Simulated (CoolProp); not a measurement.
A closed Brayton cycle with dry air: compressor inlet 319.15 K and 4.3 MPa, high pressure 9.67 MPa, turbine inlet 635 K, compressor efficiency 0.8, turbine efficiency 0.93, recuperator effectiveness 0.95 (on enthalpy, no pinch check). Each further row changes one setting.

The numbers come from the reference Helmholtz-energy equation of state, Lemmon 2000 in CoolProp. It is a pseudo-pure fit of the blend.

| case | thermal efficiency (%) | net work (kJ/kg) | compressor to turbine work | compressor exit (K) | turbine exit (K) |
|---|---|---|---|---|---|
| as stated | 15.1 | 20.4 | 0.84 | 423.5 | 516.3 |
| turbine inlet 585 K | ___ | 10.3 | 0.91 | 423.5 | ___ |
| compressor inlet 329.15 K | ___ | ___ | 0.87 | 436.7 | 516.3 |
| high pressure 8.22 MPa | 18.2 | 20.7 | 0.80 | ___ | 538.3 |
| recuperator effectiveness 0.5 | ___ | 20.4 | 0.84 | 423.5 | 516.3 |

Task: Fill in the missing entries.

Result: 
- turbine inlet 585 K, thermal efficiency (%): 8.4
- turbine inlet 585 K, turbine exit (K): 474.5
- compressor inlet 329.15 K, thermal efficiency (%): 12.6
- compressor inlet 329.15 K, net work (kJ/kg): 16.9
- high pressure 8.22 MPa, compressor exit (K): 400.7
- recuperator effectiveness 0.5, thermal efficiency (%): 11.4
